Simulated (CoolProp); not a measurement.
Vapour-liquid equilibrium of R1234ze(E) (1) + n-pentane (2) at 6.07 bar; x and y are mole fractions of (1).

Computed with CoolProp (multi-fluid Helmholtz-energy mixture model, Thol 2016 and Thol 2019; pair parameters Bell 2016).

Q: Give the bubble temperature and the first vapour's composition at x = 0.05, 0.65, 0.95. Is there an azeotrope?

A: x = 0.05: 360.4 K, y = 0.275; x = 0.65: 311.7 K, y = 0.884; x = 0.95: 305.7 K, y = 0.974. No azeotrope shows between x = 0.05 and 0.95.

The pair parameters rest on a limited set of measurements; away from them the model extrapolates.
